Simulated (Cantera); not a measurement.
**Aluminium nitride and oxide growth: Al(CH₃)₃ + N₂ + H₂**

A closed system holds: 1 mol Al(CH₃)₃, 2.9 mol N₂, 220 mol H₂, at 45.0 Pa.

Equilibrium computed with Cantera from the NASA thermochemical tables; the gas is ideal and each condensed phase is pure. Candidate condensed phases: Al, AlN, C, C₆H₆, C₇H₈, C₈H₁₈; 97 gas species. The feed counts by its element totals alone. The numbers say what is thermodynamically allowed, not how fast it happens.

From 702 °C to 1302 °C the condensed part is AlN(s) + C(graphite). From 1402 °C to 1902 °C the condensed part is C(graphite).

```
T (°C)   x H₂       x H    x N₂      x Al     x HCN  n AlN(s)  n C(graphite)
------  -----  --------  ------  --------  --------  --------  -------------
702     0.989   5.36e-8  0.0106    <1e-12   3.52e-7      1.00           2.99
802     0.989   6.88e-7  0.0106    <1e-12   1.62e-6      1.00           3.00
902     0.989   5.75e-6  0.0106  4.40e-11   5.74e-6      1.00           3.00
1002    0.989   3.46e-5  0.0106   7.52e-9   1.66e-5     1.000           3.00
1102    0.989  0.000161  0.0106   6.04e-7   4.12e-5     1.000           2.99
1202    0.989  0.000608  0.0105   2.65e-5   9.02e-5     0.994           2.98
1302    0.986   0.00195  0.0108  0.000708  0.000181     0.836           2.95
1402    0.977   0.00541  0.0125   0.00431  0.000352         0           2.89
1502    0.969    0.0134  0.0123   0.00431  0.000593         0           2.80
1602    0.952    0.0302  0.0120   0.00428  0.000933         0           2.63
1702    0.920    0.0619  0.0116   0.00422   0.00138         0           2.37
1802    0.865     0.117  0.0109   0.00410   0.00191         0           1.98
1902    0.779     0.203  0.0101   0.00392   0.00246         0           1.43
```
x: gas mole fraction; n: condensed amount in mol.
